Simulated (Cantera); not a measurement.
# Equilibrium for silicon oxide and oxynitride deposition: SiCl₄ + N₂O + O₂

Input: 1 mol SiCl₄, 15 mol N₂O, 3 mol O₂, at 203 Torr.

Method: chemical equilibrium by Gibbs-energy minimisation in Cantera with the NASA 1993 tables (ideal gas, pure condensed phases). Candidate condensed phases: Si, SiO₂, Si₂N₂O, Si₃N₄; 23 gas species. The tables hold silica as quartz up to 1696 K and as liquid above; real silica turns to tridymite and cristobalite and melts near 1996 K. The numbers say what is thermodynamically allowed, not how fast it happens.

| T (°C) | x N₂ | x O₂ | x Cl | x Cl₂ | n SiO₂(β-quartz) | n SiO₂(condensed) |
|---|---|---|---|---|---|---|
| 925 | 0.565 | 0.358 | 0.00243 | 0.0742 | 1.00 | 0 |
| 1000 | 0.564 | 0.357 | 0.00504 | 0.0727 | 1.00 | 0 |
| 1075 | 0.563 | 0.356 | 0.00957 | 0.0703 | 1.00 | 0 |
| 1150 | 0.561 | 0.355 | 0.0168 | 0.0664 | 1.00 | 0 |
| 1225 | 0.558 | 0.353 | 0.0273 | 0.0607 | 1.00 | 0 |
| 1300 | 0.553 | 0.350 | 0.0414 | 0.0531 | 1.00 | 0 |
| 1375 | 0.548 | 0.347 | 0.0584 | 0.0439 | 1.000 | 0 |
| 1450 | 0.543 | 0.343 | 0.0768 | 0.0340 | 0 | 1.000 |
| 1525 | 0.537 | 0.339 | 0.0943 | 0.0245 | 0 | 1.000 |
x: gas mole fraction; n: condensed amount in mol.

From 925 °C to 1375 °C the condensed part is SiO₂(β-quartz). From 1450 °C to 1525 °C the condensed part is SiO₂(condensed).
